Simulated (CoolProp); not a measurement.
Vapour-liquid equilibrium of R114 (1) + n-pentane (2) at 0.54 MPa; x and y are mole fractions of (1).

Values from CoolProp's multi-fluid Helmholtz-energy mixture model, Platzer 1990 and Thol 2019; pair parameters Bell 2016. This equation is an older, rougher fit; its heat capacities, sound speeds and derivatives of the liquid may be far off and weren't checked against measurements.

```
x     bubble temperature, mixture model (°C)  bubble temperature, Raoult's law (°C)  y, mixture model  y, Raoult's law
----  --------------------------------------  -------------------------------------  ----------------  ---------------
0.05                                    91.2                                   92.9             0.133            0.114
0.2                                        …                                   84.9             0.413            0.384
0.35                                    72.8                                   78.1             0.583            0.578
0.5                                     67.6                                   72.2             0.700            0.721
0.65                                    63.6                                   67.1                 …            0.830
0.8                                     60.5                                   62.5                 …            0.915
0.95                                       …                                   58.5             0.967            0.981
```

Problem. Fill in the missing entries.

Solution. 
- 0.2, bubble temperature, mixture model (°C): 80.2
- 0.65, y, mixture model: 0.792
- 0.8, y, mixture model: 0.877
- 0.95, bubble temperature, mixture model (°C): 58.0

The largest gap from Raoult's law is -5.3 K in bubble temperature, at x = 0.35. No azeotrope shows between x = 0.05 and 0.95.

The pair parameters rest on a limited set of measurements; away from them the model extrapolates.
